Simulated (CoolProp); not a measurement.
R365MFC along the isobar 1.67 MPa: Z from the reference equation and from simpler models built on Tc = 460.0 K, pc = 3.266 MPa, ω = 0.377; each cubic takes its own stable root.

Computed with CoolProp (reference Helmholtz-energy equation of state, Lemmon 2016).

```csv
T (K),phase,reference
363.2,liquid,0.07379
379.4,liquid,0.07364
395.6,liquid,0.07419
411.8,liquid,0.07583
428,gas,0.6957
444.2,gas,0.7518
460.3,gas,0.7896
476.5,gas,0.8181
```

Question: How far does each simpler model (van der Waals, Redlich-Kwong, Peng-Robinson) lie from the reference over these 8 states: mean and median of the absolute difference, and the worst?

Answer: 
- van der Waals: mean 236.1 %, median 38.8 %, worst +881.9 % at 411.8 K and 1.67 MPa
- Redlich-Kwong: mean 108.9 %, median 11.3 %, worst +804.3 % at 411.8 K and 1.67 MPa
- Peng-Robinson: mean 1.4 %, median 1.0 %, worst -3.4 % at 363.2 K and 1.67 MPa

At some of these states van der Waals, Redlich-Kwong gives the other phase, because its saturation line lies elsewhere.
